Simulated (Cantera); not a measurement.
A closed system holds: 1 mol SiH4, 0.11 mol NH3, equilibrated at 1427 °C and 75.0 Torr.

Method: chemical equilibrium by Gibbs-energy minimisation in Cantera with the NASA 1993 tables (ideal gas, pure condensed phases). Candidate condensed phases: Si, Si3N4; 18 gas species. Mutual solubility and eutectic melting of coexisting phases are not modelled. Gases not in the tables: Si2H6 and higher silanes. The numbers say what is thermodynamically allowed, not how fast it happens.

Base state: H2 0.984, N2 0.0156, H 0.000462, SiH2 1.40e-5 (mole fractions); condensed: Si(l) + Si3N4(s).

Question: What changes in the equilibrium state with this change: pressure from 75.0 Torr to 100 Torr?

Answer: 
```
species          before     after
-------------  --------  --------
H2                0.984     0.988
N2               0.0156    0.0117
H              0.000462  0.000401
SiH2            1.40e-5   1.40e-5
Si(l), mol        0.969     0.956
Si3N4(s), mol    0.0103    0.0147
```

Question: What changes in the equilibrium state with this change: pressure from 75.0 Torr to 263 Torr?

Answer: 
```csv
species,before,after
H2,0.984,0.995
N2,0.0156,0.00446
H,0.000462,0.000248
SiH2,1.40e-5,1.41e-5
"Si(l), mol",0.969,0.932
"Si3N4(s), mol",0.0103,0.0227
```
